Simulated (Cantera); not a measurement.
Feed: 1 mol MgO, 1.3 mol H2S, 29 mol N2, at 0.133 bar.

Cantera equilibrium calculation (NASA polynomials, part measured and part estimated; ideal gas, pure solids and liquids). Candidate condensed phases: H2O, H2SO4, Mg, MgO, Mg(OH)2, MgS, MgSO4, S; 43 gas species. Mutual solubility and eutectic melting of coexisting phases are not modelled. Equilibrium is a limit: real reactors are often held back by kinetics, nucleation or transport. All values below are at 1800 K.

Base state: N2 0.937, H2 0.0387, S2 0.0191, H2S 0.00211, SH 0.00119, H2O 0.000510, Mg 0.000357, S 0.000281 (mole fractions); condensed: MgO(s) + MgS(s).

### Question
What changes in the equilibrium state with this change: N2 from 29 to 0.85 mol?

### Answer
| species | before | after |
|---|---|---|
| H2 | 0.0387 | 0.393 |
| N2 | 0.937 | 0.316 |
| S2 | 0.0191 | 0.193 |
| H2O | 0.000510 | 0.0164 |
| H2S | 0.00211 | 0.0681 |
| SH | 0.00119 | 0.0120 |
| Mg | 0.000357 | 0.000112 |
| SO2 | 9.17e-7 | 2.94e-5 |
| S2O | 1.41e-6 | 4.51e-5 |
| SO | 2.56e-5 | 0.000258 |
| H | 0.000193 | 0.000614 |
| MgO(s), mol | 0.983 | 0.955 |
| MgS(s), mol | 0.00449 | 0.0448 |

### Question
What changes in the equilibrium state with this change: MgO replaced by FeS?

### Answer
```tsv
species	before	after
N2	0.937	0.938
H2	0.0387	0.0392
S2	0.0191	0.0192
H2O	0.000510	0
Mg	0.000357	0
Fe	0	9.17e-5
MgS	3.75e-5	0
SO	2.56e-5	0
H2S	0.00211	0.00215
SH	0.00119	0.00120
MgO(s), mol	0.983	0
MgS(s), mol	0.00449	0
FeS(l), mol	0	0.997
```
FeS: taken at fixed stoichiometry. Further candidate phases: Fe, FeS, FeS2.
